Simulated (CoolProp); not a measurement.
The fluid at 293.15 K and 3.7 MPa flows at 0.11 m/s in a round tube of 2 mm bore and 15 µm roughness, fully developed (64/Re and Nu = 3.66 if laminar; Colebrook and Gnielinski if turbulent). The same conditions are run with several fluids, on thermodynamics alone (safety and materials aside).

Values from CoolProp's reference Helmholtz-energy equation of state of each fluid (R410A: Lemmon 2003; methanol: de Reuck 1993; R143a: Lemmon and Jacobsen 2000; n-octane: Beckmüller 2019; R141b: Lemmon 2006). Blends and air are pseudo-pure fits.

| fluid | Reynolds number | Darcy friction factor | pressure drop (Pa/m) | heat-transfer coefficient (W/(m² K)) | mass flow (kg/h) |
|---|---|---|---|---|---|
| R410A | 1810 | 0.0354 | ___ | 172 | 1.37 |
| methanol | 292 | 0.219 | 526 | ___ | ___ |
| R143a | 1730 | 0.0370 | 109 | 138 | 1.21 |
| n-octane | ___ | ___ | 497 | 234 | 0.878 |
| R141b | 612 | 0.105 | 395 | 172 | 1.56 |

Q: What belongs in the gaps?

A: 
- R410A, pressure drop (Pa/m): 118
- methanol, heat-transfer coefficient (W/(m² K)): 371
- methanol, mass flow (kg/h): 0.988
- n-octane, Reynolds number: 275
- n-octane, Darcy friction factor: 0.233

Transport values come from each fluid's own correlations; those of R143a, R141b are estimates that may be off by 10 % or more.
